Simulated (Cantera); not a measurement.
A closed system holds: 1 mol SiCl₄, 3.9 mol HCl, 10 mol H₂, equilibrated at 3980 Torr.

Method: chemical equilibrium by Gibbs-energy minimisation in Cantera with the NASA 1993 tables (ideal gas, pure condensed phases). Candidate condensed phases: Si; 19 gas species. The tables' values for SiCl₃ are old estimates; treat these amounts as uncertain. Equilibrium is a limit: real reactors are often held back by kinetics, nucleation or transport. All values below are at 1300 K.

Base state: H₂ 0.663, HCl 0.270, SiCl₄ 0.0590, SiHCl₃ 0.00661, SiCl₃ 0.00118, SiCl₂ 0.000139, SiH₂Cl₂ 0.000104 (mole fractions); condensed: gas only.

### Question
What changes in the equilibrium state with this change: H₂ from 10 to 0.53 mol?

### Answer
| species | before | after |
|---|---|---|
| HCl | 0.270 | 0.720 |
| SiCl₄ | 0.0590 | 0.182 |
| H₂ | 0.663 | 0.0962 |
| SiH₂Cl₂ | 0.000104 | 9.55e-7 |
| SiCl₂ | 0.000139 | 8.75e-6 |
